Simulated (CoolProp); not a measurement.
Vapour-liquid equilibrium of R22 (1) + C3F8 (R218) (2) at 1.27 MPa; x and y are mole fractions of (1).

The numbers come from the multi-fluid Helmholtz-energy mixture model, Kamei 1995 and Lemmon 2006; pair parameters Bell 2016 in CoolProp.

```
x      bubble temperature, mixture model (°C)  bubble temperature, Raoult's law (°C)  y, mixture model  y, Raoult's law
-----  --------------------------------------  -------------------------------------  ----------------  ---------------
0.05                                     37.2                                   39.4             0.088            0.060
0.125                                    33.8                                   38.8             0.203            0.147
0.2                                       [?]                                   38.2             0.298            0.231
0.275                                    29.1                                   37.6             0.377            0.313
0.35                                     27.6                                   37.1             0.443            0.393
0.425                                     [?]                                   36.5             0.499            0.471
0.5                                       [?]                                   35.9             0.548            0.546
0.575                                    25.6                                   35.4             0.594            0.619
0.65                                     25.5                                   34.9             0.639            0.691
0.725                                     [?]                                   34.3             0.686            0.760
0.8                                      26.5                                   33.8             0.741            0.828
0.875                                    27.8                                   33.3             0.812            0.894
0.95                                     30.1                                   32.8             0.909            0.958
```

Some entries are withheld; supply them.


- 0.2, bubble temperature, mixture model (°C): 31.2
- 0.425, bubble temperature, mixture model (°C): 26.6
- 0.5, bubble temperature, mixture model (°C): 25.9
- 0.725, bubble temperature, mixture model (°C): 25.8

The largest gap from Raoult's law is -10.0 K in bubble temperature, at x = 0.5. y crosses x between x = 0.575 and 0.65: the model has an azeotrope there.

Pair parameters are fitted to limited data, so mixtures are less certain than the pure fluids.
